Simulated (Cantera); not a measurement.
Input: 1 mol SiC, 0.31 mol N2O, 3.4 mol H2, at 975 °C and 0.00383 Torr.

Method: chemical equilibrium by Gibbs-energy minimisation in Cantera with the NASA 1993 tables (ideal gas, pure condensed phases). Candidate condensed phases: C, C6H6, C7H8, C8H18, H2O, Si, SiC, SiO2, Si2N2O, Si3N4; 151 gas species. Mutual solubility and eutectic melting of coexisting phases are not modelled. The numbers say what is thermodynamically allowed, not how fast it happens.

Base state: H2 0.889, N2 0.0555, CO 0.0533, SiO 0.00226, H 0.000195 (mole fractions); condensed: SiC(s) + Si2N2O(s).

**Question.** What changes in the equilibrium state with this change: temperature from 975 °C to 1875 °C?

**Answer.** 
```
species             before     after
----------------  --------  --------
H                 0.000195     0.656
H2                   0.889     0.126
Si                 3.00e-8     0.124
N2                  0.0555    0.0404
CO                  0.0533    0.0415
SiC2                 <1e-9   0.00971
CN                   <1e-9  0.000304
Si2C                 <1e-9  0.000190
C3                   <1e-9  0.000161
SiC(s), mol          0.796         0
Si2N2O(s), mol      0.0976         0
C(graphite), mol         0     0.518
```
The tables' values for SiN are old estimates; treat these amounts as uncertain.
